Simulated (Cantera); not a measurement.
Charge: 1 mol SiCl₄, 0.017 mol C₃H₈, 45 mol H₂, at 750 Torr.

Cantera equilibrium calculation (NASA polynomials, part measured and part estimated; ideal gas, pure solids and liquids). Candidate condensed phases: C, C₆H₆, C₇H₈, C₈H₁₈, Si, SiC; 109 gas species. Mutual solubility and eutectic melting of coexisting phases are not modelled. The tables' values for SiCl₃, SiCl are old estimates; treat these amounts as uncertain. Gases not in the tables: Si₂H₆ and higher silanes. Rates play no part. All values below are at 1477 °C.

Base state: H₂ 0.928, HCl 0.0585, SiCl₂ 0.0122, SiCl₃ 0.000470, H 0.000224, SiHCl₃ 0.000113, SiH₂Cl₂ 7.04e-5, SiCl₄ 3.21e-5 (mole fractions); condensed: Si(l) + SiC(s).

Problem. What changes in the equilibrium state with this change: pressure from 750 Torr to 7.50 Torr?

Solution. 
```csv
species,before,after
H₂,0.928,0.925
HCl,0.0585,0.0593
SiCl₂,0.0122,0.0126
H,0.000224,0.00224
CH₄,1.50e-5,1.49e-7
Si,1.50e-6,0.000150
"Si(l), mol",0.339,0.338
"SiC(s), mol",0.0503,0.0509
```
The tables' values for SiCl, SiCl₃ are old estimates; treat these amounts as uncertain.
